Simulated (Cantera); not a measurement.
**Thermodynamics of aluminium nitride and oxide growth, feed AlI3 + H2O + H2 + O2**

Input: 1 mol AlI3, 13 mol H2O, 5.9 mol H2, 0.5 mol O2, held at 1798 K and 10000 Pa.

These are equilibrium values from Cantera (NASA tables, ideal gas, pure condensed phases), not measurements of a reactor. Candidate condensed phases: Al, AlI3, Al2O3, H2O, I2; 25 gas species. Gases not in the tables: Al(OH)3. The numbers say what is thermodynamically allowed, not how fast it happens.

```
Item                                 Result
--------------------------------  ---------
x(H2O)                                0.577
x(H2)                                 0.284
x(I)                                  0.117
x(HI)                                0.0211
x(H)                               0.000594
x(I2)                              0.000114
x(OH)                               7.91e-5
n(Al2O3(s))                       0.500 mol
gas amount                        21.68 mol
log10 activity of I2(l) (absent)      -7.16
log10 activity of Al(l) (absent)     -10.01
```
